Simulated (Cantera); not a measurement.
Source: NASA polynomial tables (part measured, part estimated), evaluated in Cantera. Values are per mole of reaction as written; species without (g) are pure solids or liquids, kept so even where they would boil at 1 bar. VN: taken at fixed stoichiometry.

Task: Between 300 and 1925 K, where is each reaction favourable under standard conditions?
- H2(g) + 2 V2O4 ⇌ 2 V2O3 + 2 OH(g)
- 2 N(g) + V2O3 ⇌ 3 O(g) + 2 VN

Result: 
- H2(g) + 2 V2O4 ⇌ 2 V2O3 + 2 OH(g): ΔG° is 428 kJ at 300 K and 174 kJ at 1925 K; it stays positive (K < 1). ΔH° is 235 kJ and ΔS° 32 J/K at 1925 K.
- 2 N(g) + V2O3 ⇌ 3 O(g) + 2 VN: ΔG° is 541 kJ at 300 K and 310 kJ at 1925 K; it stays positive (K < 1). ΔH° is 568 kJ and ΔS° 134 J/K at 1925 K.
